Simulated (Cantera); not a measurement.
Input: 1 mol Si, 0.03 mol CO2, 29 mol H2, at 1727 °C and 73.0 Pa.

Method: chemical equilibrium by Gibbs-energy minimisation in Cantera with the NASA 1993 tables (ideal gas, pure condensed phases). Candidate condensed phases: C, C6H6, C7H8, C8H18, H2O, Si, SiC, SiO2; 123 gas species. Gases not in the tables: Si2H6 and higher silanes. The numbers say what is thermodynamically allowed, not how fast it happens.

Base state: H2 0.910, H 0.0574, Si 0.0295, SiO 0.00129, CO 0.000653, SiH 0.000517, Si2C 0.000312, Si2 0.000152 (mole fractions); condensed: gas only.

Question: What changes in the equilibrium state with this change: H2 from 29 to 380 mol?

Answer: 
```
species    before    after
-------  --------  -------
H2          0.910    0.939
H          0.0574   0.0583
Si         0.0295  0.00242
SiO       0.00129  7.69e-5
Si3       1.61e-5  8.87e-9
Si2C     0.000312  3.35e-7
Si2      0.000152  1.02e-6
```
